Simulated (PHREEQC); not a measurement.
# Phosphoric acid bath: an equilibrium model

Dissolve 1.6 mmol/kgw H3PO4 and 0.039 mmol/kgw K2HPO4 at 55 °C. Closed to the air; pH follows from the charge balance.

The numbers come from PHREEQC with the ion-association model, phreeqc.dat.

Each row changes one thing in this solution. No solid was allowed to form.

```csv
case,pH,ionic strength (mol/kgw),H2PO4- (mol/kgw),H3PO4 (mol/kgw),HPO4-2 (mol/kgw)
as made,2.92,0.00133,0.00133,0.000311,9.10e-8
K2HPO4 from 3.9e-05 to 1.95e-05 mol/kgw,2.91,0.00131,0.00131,0.000311,8.82e-8
temperature from 55 to 80 °C,2.94,0.00128,0.00128,0.000360,1.02e-7
H3PO4 from 0.0016 to 0.00032 mol/kgw,3.59,0.000342,0.000341,1.75e-5,1.02e-7
K2HPO4 from 3.9e-05 to 5.85e-05 mol/kgw,2.93,0.00135,0.00135,0.000311,9.39e-8
temperature from 55 to 70 °C,2.93,0.00130,0.00130,0.000341,9.77e-8
```

Constants without temperature data keep their 25 °C values here.
